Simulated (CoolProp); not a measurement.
A closed Brayton cycle with carbon dioxide: compressor inlet 308.15 K and 9.7 MPa, high pressure 26.8 MPa, turbine inlet 685 K, compressor efficiency 0.89, turbine efficiency 0.85, recuperator effectiveness 0.8 (on enthalpy, no pinch check). Each further row changes one setting.

Computed with CoolProp (reference Helmholtz-energy equation of state, Span 1996).

```csv
case,thermal efficiency (%),net work (kJ/kg),compressor to turbine work,compressor exit (K),turbine exit (K)
as stated,26.5,75.3,0.25,335.2,579.9
turbine inlet 635 K,24.9,65.7,(withheld),335.2,(withheld)
compressor inlet 318.15 K,(withheld),66.1,(withheld),371.0,579.9
high pressure 22.8 MPa,24.9,(withheld),(withheld),330.1,(withheld)
recuperator effectiveness 0.5,(withheld),75.3,0.25,335.2,579.9
```

### Question
Some entries are withheld; supply them.

### Answer

- turbine inlet 635 K, compressor to turbine work: 0.28
- turbine inlet 635 K, turbine exit (K): 533.5
- compressor inlet 318.15 K, thermal efficiency (%): 25.4
- compressor inlet 318.15 K, compressor to turbine work: 0.34
- high pressure 22.8 MPa, net work (kJ/kg): 66.4
- high pressure 22.8 MPa, compressor to turbine work: 0.23
- high pressure 22.8 MPa, turbine exit (K): 596.3
- recuperator effectiveness 0.5, thermal efficiency (%): 19.8
